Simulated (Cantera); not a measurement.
Input: 1 mol borazine, 2.7 mol O2, 0.19 mol H2, 1.3 mol NH3, equilibrated at 1127 °C and 3.00 Torr.

These are equilibrium values from Cantera (NASA tables, ideal gas, pure condensed phases), not measurements of a reactor. The feed counts by its element totals alone. Gases not in the tables: H3BO3. Kinetics and transport are ignored.

```
species         before     after
------------  --------  --------
H2               0.568     0.839
N2               0.288     0.155
HBO2            0.0461   0.00357
H2O             0.0975  0.000582
(HBO2)3        1.17e-5   5.39e-9
B2O2           9.98e-8   2.47e-5
HBO            7.54e-5   0.00144
H              5.79e-5   7.04e-5
B2O3          0.000601  0.000601
B2O3(l), mol      1.32     0.278
BN(s), mol           0      2.41
```
Gas species are given as mole fractions.

### Question
What was changed between the two runs?
A) borazine replaced by B2O3
B) O2 from 2.7 to 0.45 mol
C) pressure from 3.00 Torr to 750 Torr
D) temperature from 1127 °C to 727 °C

### Answer
B, O2 from 2.7 to 0.45 mol. Mutual solubility and eutectic melting of coexisting phases are not modelled
